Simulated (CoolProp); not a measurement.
Values from CoolProp's reference Helmholtz-energy equation of state, Lemmon 2006. It is a short technical equation, of lower accuracy than the large ones.

Give the vapour pressure (MPa), liquid density (kg/m³), liquid cp (kJ/(kg K)), vapour Z of saturated isopentane at 99.05, 117.05, 126.05 °C.


```tsv
T (°C)	p (MPa)	liquid density (kg/m³)	liquid cp (kJ/(kg K))	vapour Z
99.05	0.707	529	2.74	0.829
117.05	1.03	503	2.90	0.778
126.05	1.22	489	3.00	0.748
```
